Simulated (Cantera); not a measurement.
Input (Python, Cantera) and output of one run.

```python
import numpy as np
import cantera as ct

gas_names = """
    Fe FeO N NO NO2 NO3 N2 N2O O O2 O3 S SN SO SO2 SO3 S2 S2O S8
""".split()
cond_names = """
    Fe(a) Fe(c) Fe(d) Fe(L) FeO(s) FeO(L) FeS(a) FeS(b) FeS(c) FeS(L) FeSO4(s) FeS2(s) Fe2O3(s)
    Fe2S3O12(s) Fe3O4(s) S(cr1) S(cr2) S(L)
""".split()


# ... load() reads the species with a 1 bar reference pressure and builds the phases ...
atoms = {
    'FeS2': {'Fe': 1, 'S': 2},
    'SO3': {'S': 1, 'O': 3},
    'N2': {'N': 2},
}
top_T = {'FeSO4(s)': 950, 'FeS2(s)': 1010, 'Fe2O3(s)': 1830, 'Fe2S3O12(s)': 1100, 'Fe3O4(s)': 1870}  # K; cautious upper limits of use, not melting points


# ... equilibrate(T, P, feed) seeds the gas with the atoms and calls Mixture.equilibrate('TP', solver="vcs", rtol=1e-11, max_steps=5000) ...
results = []
feed = {'FeS2': 1, 'SO3': 0.25, 'N2': 30}  # mol
P = 2700  # Pa
for T in [675, 725, 775, 825, 875, 925, 975, 1025, 1075, 1125, 1175, 1225, 1275]:
    mix = equilibrate(T, P, feed)
    results.append((T, P, feed, dict(zip(mix.species_names, mix.species_moles))))

top = {s: max(r[3][s] / sum(r[3][g] for g in gas_names) for r in results) for s in gas_names}
cols = sorted((s for s in top if top[s] > 0.0001), key=lambda s: -top[s])[:7]
seen = [c for c in cond_names if any(r[3].get(c, 0) > 1e-12 for r in results)]
print("log10 of partial pressures in bar; condensed amounts in mol")
print(f"{'T/K':>10s}" + "".join(f"{s[:9]:>10s}" for s in cols + seen))
for T, P, feed, n in results:
    ng = sum(n[g] for g in gas_names)
    print(f"{T:10.4g}" + "".join(f"{np.log10(max(n[s] / ng * P / 1e5, 1e-99)):10.3f}" for s in cols)
          + "".join(f"{n.get(c, 0):10.4g}" for c in seen))
```

It prints:

```
log10 of partial pressures in bar; condensed amounts in mol
       T/K        N2        S2       SO2        SO       S2O    FeS(c)   FeS2(s)  Fe3O4(s)
       675    -1.574    -6.136    -3.515   -10.532    -7.494         0    0.9525   0.01584
       725    -1.574    -5.452    -3.517    -9.713    -7.004         0    0.9501   0.01664
       775    -1.574    -4.603    -3.478    -8.915    -6.366    0.1819    0.8181         0
       825    -1.580    -3.444    -3.485    -8.132    -5.517    0.9509   0.04913         0
       875    -1.580    -3.419    -3.485    -7.686    -5.512         1         0         0
       925    -1.580    -3.419    -3.485    -7.293    -5.525         1         0         0
       975    -1.580    -3.419    -3.485    -6.941    -5.536         1         0         0
      1025    -1.580    -3.419    -3.485    -6.623    -5.546         1         0         0
      1075    -1.580    -3.419    -3.485    -6.335    -5.555         1         0         0
      1125    -1.580    -3.419    -3.486    -6.073    -5.564         1         0         0
      1175    -1.580    -3.419    -3.486    -5.833    -5.572         1         0         0
      1225    -1.580    -3.419    -3.487    -5.613    -5.579         1         0         0
      1275    -1.580    -3.420    -3.488    -5.410    -5.586         1         0         0
```

Method: chemical equilibrium by Gibbs-energy minimisation in Cantera with the NASA 1993 tables (ideal gas, pure condensed phases). FeS: taken at fixed stoichiometry. Gases not in the tables: S3 to S7.
